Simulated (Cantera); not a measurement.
Input: 1 mol Si₃N₄, 0.045 mol N₂O, 69 mol N₂, at 3.50 Pa.

Method: chemical equilibrium by Gibbs-energy minimisation in Cantera with the NASA 1993 tables (ideal gas, pure condensed phases). Candidate condensed phases: Si, SiO₂, Si₂N₂O, Si₃N₄; 16 gas species. Mutual solubility and eutectic melting of coexisting phases are not modelled. Rates play no part.

What share of the Si ends up in condensed phases as a function of T (°C), at 1077, 1127, 1177, 1227, 1277, 1327, 1377, 1427, 1477, 1527?


```tsv
T (°C)	Si condensed (%)	as
1077	99.6	Si₂N₂O(s) + Si₃N₄(s)
1127	98.5	Si₃N₄(s)
1177	98.4	Si₃N₄(s)
1227	97.8	Si(s)
1277	96.2	Si(s)
1327	91.7	Si(s)
1377	79.7	Si(s)
1427	50.3	Si(l)
1477	0.0	-
1527	0.0	-
```
